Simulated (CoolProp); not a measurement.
CH3F (R41) along the isotherm 69.05 °C: Z from the reference equation and from simpler models built on Tc = 44.1 °C, pc = 59.06 bar, ω = 0.200; each cubic takes its own stable root.

Values from CoolProp's reference Helmholtz-energy equation of state, Lemmon 2006. It is a short technical equation, of lower accuracy than the large ones.

| p (bar) | phase | reference | van der Waals | Soave-Redlich-Kwong |
|---|---|---|---|---|
| 0.28 | gas | 0.9985 | 0.9988 | 0.9987 |
| 0.411 | gas | 0.9979 | 0.9983 | 0.9982 |
| 0.604 | gas | 0.9969 | 0.9975 | 0.9973 |
| 0.886 | gas | 0.9954 | 0.9963 | 0.9960 |
| 1.3 | gas | 0.9932 | 0.9945 | 0.9941 |
| 1.91 | gas | 0.9900 | 0.9920 | 0.9914 |
| 2.8 | gas | 0.9854 | 0.9882 | 0.9873 |
| 4.11 | gas | 0.9785 | 0.9826 | 0.9814 |
| 6.04 | gas | 0.9682 | 0.9742 | 0.9725 |
| 8.86 | gas | 0.9531 | 0.9618 | 0.9594 |
| 13 | gas | 0.9306 | 0.9432 | 0.9397 |
| 19.1 | gas | 0.8966 | 0.9145 | 0.9100 |
| 28 | gas | 0.8450 | 0.8698 | 0.8646 |
| 41.1 | gas | 0.7637 | 0.7956 | 0.7925 |
| 60.4 | supercritical | 0.6274 | 0.6544 | 0.6700 |
| 88.6 | supercritical | 0.3832 | 0.4092 | 0.4642 |
